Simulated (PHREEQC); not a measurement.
Make-up at 20 °C: 0.0066 mol/kgw HF and 0.035 mol/kgw CsF. Closed to the air; pH follows from the charge balance.

Model: ion-association model, wateq4f.dat, run in PHREEQC.

Each row changes one thing in this solution. No solid was allowed to form.

| case | pH | ionic strength (mol/kgw) | F- (mol/kgw) | HF (mol/kgw) | HF2- (mol/kgw) |
|---|---|---|---|---|---|
| as made | 3.85 | 0.0352 | 0.0345 | 0.00554 | 0.000708 |
| temperature from 20 to 90 °C | 4.42 | 0.0350 | 0.0342 | [?] | 0.000817 |
| temperature from 20 to 10 °C | 3.78 | 0.0352 | 0.0345 | 0.00551 | 0.000636 |
| HF left out | 7.88 | 0.0350 | 0.0350 | 5.28e-7 | 6.85e-8 |
| HF from 0.0066 to 0.066 mol/kgw | 2.89 | 0.0365 | 0.0312 | 0.0459 | 0.00532 |
| CsF replaced by CsI at the same molality | 2.74 | 0.0371 | 0.00208 | 0.00433 | 3.35e-5 |
| 0.0031 mol/kgw H3PO4 added | 3.65 | 0.0353 | 0.0313 | 0.00803 | [?] |
| CsF from 0.035 to 0.0385 mol/kgw | 3.89 | 0.0386 | 0.0379 | 0.00549 | 0.000772 |

Task: Fill in the missing entries.

Result: 
- temperature from 20 to 90 °C, HF (mol/kgw): 0.00573
- 0.0031 mol/kgw H3PO4 added, HF2- (mol/kgw): 0.000932

Complexes and solids missing from the database can't appear. Constants without temperature data keep their 25 °C values here.
